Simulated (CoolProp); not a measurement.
Properties of methane along the isobar 18.3 MPa (Tc = -82.6 °C, pc = 4.599 MPa, ω = 0.011).

Computed with CoolProp (reference Helmholtz-energy equation of state, Setzmann 1991).

```
T (°C)           phase  cp (kJ/(kg K))  cv (kJ/(kg K))  Prandtl number
-------  -------------  --------------  --------------  --------------
-107.35         liquid           3.574             ___            1.56
-96.55          liquid           3.663           1.888            1.52
-85.85          liquid             ___           1.868            1.50
-75.05   supercritical           3.902           1.854            1.49
-64.35   supercritical           4.044           1.844            1.49
-53.55   supercritical           4.186           1.838            1.48
-42.85   supercritical             ___           1.836             ___
-32.05   supercritical           4.320           1.835            1.42
-21.35   supercritical           4.252           1.835            1.36
-10.55   supercritical           4.109           1.836            1.29
0.15     supercritical           3.932           1.837            1.22
10.95    supercritical           3.750           1.841            1.16
21.75    supercritical           3.585             ___            1.10
32.45    supercritical           3.446           1.859             ___
```

### Question
Complete the blanks.

### Answer

- -107.35, cv (kJ/(kg K)): 1.913
- -85.85, cp (kJ/(kg K)): 3.772
- -42.85, cp (kJ/(kg K)): 4.292
- -42.85, Prandtl number: 1.46
- 21.75, cv (kJ/(kg K)): 1.848
- 32.45, Prandtl number: 1.05

Viscosity comes from a separate model (Quiñones-Cisneros 2006). Thermal conductivity comes from a separate model (Friend 1989).
